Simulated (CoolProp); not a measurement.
Dimethyl ether along the isotherm 132.65 °C: density (kg/m³) from the reference equation and from simpler models built on Tc = 127.2 °C, pc = 5337 kPa, ω = 0.196; each cubic takes its own stable root.

Model: reference Helmholtz-energy equation of state, Wu 2011, in CoolProp.

```csv
p (kPa),phase,reference
222,gas,3.075
445,gas,6.258
667,gas,9.525
889,gas,12.90
1110,gas,16.37
1330,gas,19.95
1560,gas,23.84
1780,gas,27.70
2000,gas,31.73
2220,gas,35.94
2450,gas,40.55
2670,gas,45.19
```

How far does each simpler model (ideal gas, Redlich-Kwong, Soave-Redlich-Kwong) lie from the reference over these 12 states: mean and median of the absolute difference, and the worst?


- ideal gas: mean 10.0 %, median 9.8 %, worst -19.3 % at 132.65 °C and 2670 kPa
- Redlich-Kwong: mean 0.4 %, median 0.4 %, worst -0.9 % at 132.65 °C and 2670 kPa
- Soave-Redlich-Kwong: mean 0.5 %, median 0.5 %, worst -1.0 % at 132.65 °C and 2670 kPa
